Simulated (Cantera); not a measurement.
A perfectly stirred reactor is fed with NH3 : H2 = 1 : 6.9 (molar parts), at 750 Torr; it is held at 2400 K, and followed from long to short residence time.

Detailed kinetics in Cantera: the gas-phase N/H chemistry of the illustrative SiF4/NH3 mechanism in the Surface Chemkin manual (1991). Walls and surfaces, which speed up NH3 decomposition in real reactors, are not modelled.

One state of this run: x NH3 = 0.0289; x H2 = 0.922; x NH2 = 0.000555; x N2 = 0.0429; x N = 1.35e-5. x: mole fraction; the columns are a selection and need not sum to one.

Question: Which value of τ (s) does it belong to?
A) 0.039
B) 5.0
C) 0.0034
D) 0.0010

Answer: C, 0.0034
